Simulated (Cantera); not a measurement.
Cantera run:

```python
import numpy as np
import cantera as ct

gas_names = """
    C CN CO CO2 C2 CCN CNC C2N2 C2O C3 C3O2 C4 C4N2 C5 N NCO NO NO2 NO3 N2 N2O O O2 O3 Pb PbO Pb2
""".split()
cond_names = """
    C(gr) Pb(cr) Pb(L) PbO(rd) PbO(yw) PbO(L) PbO2(s) Pb3O4(s)
""".split()


# ... load() reads the species with a 1 bar reference pressure and builds the phases ...
atoms = {
    'Pb': {'Pb': 1},
    'CO': {'C': 1, 'O': 1},
    'N2': {'N': 2},
}
top_T = {'C(gr)': 4500, 'Pb3O4(s)': 820}  # K; cautious upper limits of use, not melting points


# ... equilibrate(T, P, feed) seeds the gas with the atoms and calls Mixture.equilibrate('TP', solver="vcs", rtol=1e-11, max_steps=5000) ...
results = []
feed = {'Pb': 1, 'CO': 0.12, 'N2': 13}  # mol
P = 190000  # Pa
for T in [1198, 1248, 1298, 1348, 1398, 1448, 1498]:
    mix = equilibrate(T, P, feed)
    results.append((T, P, feed, dict(zip(mix.species_names, mix.species_moles))))
    x = sorted(zip(gas.X, gas.species_names), reverse=True)
    print(f"T = {T:g} K  P = {P:g} Pa  gas = {mix.phase_moles(0):.4g} mol")
    print("   x: " + "  ".join(f"{s} {v:.3e}" for v, s in x if v > 0.001))
    print("   condensed (mol): " + ("  ".join(f"{mix.phase(i).name} {mix.phase_moles(i):.4g}"
          for i in range(1, mix.n_phases) if mix.phase_moles(i) > 1e-12) or "none"))
```

It prints:

```
T = 1198 K  P = 190000 Pa  gas = 13.12 mol
   x: N2 9.905e-01  CO 9.137e-03
   condensed (mol): C(gr) 4.047e-05  Pb(L) 0.9957
T = 1248 K  P = 190000 Pa  gas = 13.13 mol
   x: N2 9.902e-01  CO 9.137e-03
   condensed (mol): C(gr) 2.057e-05  Pb(L) 0.991
T = 1298 K  P = 190000 Pa  gas = 13.14 mol
   x: N2 9.895e-01  CO 9.132e-03  Pb 1.346e-03
   condensed (mol): C(gr) 1.103e-05  Pb(L) 0.9823
T = 1348 K  P = 190000 Pa  gas = 13.15 mol
   x: N2 9.884e-01  CO 9.122e-03  Pb 2.514e-03
   condensed (mol): C(gr) 6.195e-06  Pb(L) 0.9669
T = 1398 K  P = 190000 Pa  gas = 13.18 mol
   x: N2 9.864e-01  CO 9.105e-03  Pb 4.485e-03
   condensed (mol): C(gr) 3.621e-06  Pb(L) 0.9409
T = 1448 K  P = 190000 Pa  gas = 13.22 mol
   x: N2 9.832e-01  CO 9.076e-03  Pb 7.681e-03
   condensed (mol): C(gr) 2.176e-06  Pb(L) 0.8984
T = 1498 K  P = 190000 Pa  gas = 13.29 mol
   x: N2 9.783e-01  Pb 1.268e-02  CO 9.030e-03
   condensed (mol): C(gr) 1.305e-06  Pb(L) 0.8314
```

These are equilibrium values from Cantera (NASA tables, ideal gas, pure condensed phases), not measurements of a reactor.
